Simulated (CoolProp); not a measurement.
Properties of ethylene along the isotherm 183 K.

Computed with CoolProp (reference Helmholtz-energy equation of state, Smukala 2000).

| p (bar) | phase | Z | fugacity coefficient |
|---|---|---|---|
| 19.4 | liquid | 0.06505 | 0.1095 |
| 38.8 | liquid | 0.1296 | 0.05843 |
| 58.2 | liquid | 0.1936 | 0.04156 |
| 77.6 | liquid | 0.2571 | 0.03324 |
| 97 | liquid | 0.3201 | 0.02835 |
| 116 | liquid | 0.3815 | 0.02524 |
| 136 | liquid | 0.4457 | 0.02299 |
| 155 | liquid | 0.5062 | 0.02147 |
| 175 | liquid | 0.5696 | 0.02029 |
| 194 | liquid | 0.6295 | 0.01947 |
| 213 | liquid | 0.6891 | 0.01886 |
| 233 | liquid | 0.7514 | 0.01839 |
| 252 | liquid | 0.8104 | 0.01808 |
